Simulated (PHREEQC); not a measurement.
Make-up at 50 °C: 0.0079 mol CuSO4, 0.0081 mol HBF4 and 0.17 mol NaCl per kg of water. Closed to the air; pH follows from the charge balance.

Computed with PHREEQC (ion-association model, phreeqc.dat).

```
quantity                   before    after
------------------------  -------  -------
pH                           2.33     2.02
ionic strength (mol/kgw)    0.197    0.193
HF (mol/kgw)              0.00671  0.00777
BF4- (mol/kgw)            0.00569  0.00562
SO4-2 (mol/kgw)           0.00468  0.00407
H3BO3 (mol/kgw)           0.00169  0.00189
```

**Question.** Name the change that produced these shifts.
(A) CuSO4 replaced by NH4HSO4 at the same molality
(B) CuSO4 from 0.0079 to 0.0158 mol/kgw
(C) diluted 100-fold with water
(D) NaCl left out
(E) diluted 5-fold with water

**Answer.** A, CuSO4 replaced by NH4HSO4 at the same molality

Precipitation was switched off in this run. Away from 25 °C the constants follow the database's enthalpies or fits; those with neither stay at their 25 °C values. Real BF4- forms and hydrolyses slowly; the run takes it at equilibrium.
